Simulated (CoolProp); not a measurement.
A Linde-Hampson liquefier for nitrogen: isothermal reversible compression at 300 K from 1 atm to 15 MPa, throttling to 1 atm, return gas leaving the recuperator 10 K below the feed. Each further row changes one setting.

Values from CoolProp's reference Helmholtz-energy equation of state, Span 2000.

| case | liquid yield per pass | compression work (kJ/kg of gas) |
|---|---|---|
| as stated | ___ | 445 |
| high pressure 30 MPa | ___ | 511 |
| warm-end temperature 330 K | ___ | 492 |
| warm-end gap 15 K | 0.026 | 445 |

What belongs in the gaps?


- as stated, liquid yield per pass: 0.038
- high pressure 30 MPa, liquid yield per pass: 0.066
- warm-end temperature 330 K, liquid yield per pass: 0.023
